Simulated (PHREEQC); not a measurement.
Solution (47 °C): 0.78 mol KOH, 0.0016 mol KNO3 and 0.47 mol NaHCO3 per kg of water. Closed to the air; pH follows from the charge balance.

All values are PHREEQC results (ion-association model, wateq4f.dat), not measurements.

No solid was allowed to form.

Q: Predict the pH.

A: pH 12.61.

Q: In which forms is C present?

A: NaCO3- 63 %, CO3-2 37 % of the C.

The ionic strength is past about 0.7 mol/kgw, beyond the range of this activity model, so the values are rough. Species that the database lacks are ignored. At this temperature some constants are extrapolated from 25 °C, and those without enthalpy data are left unchanged.
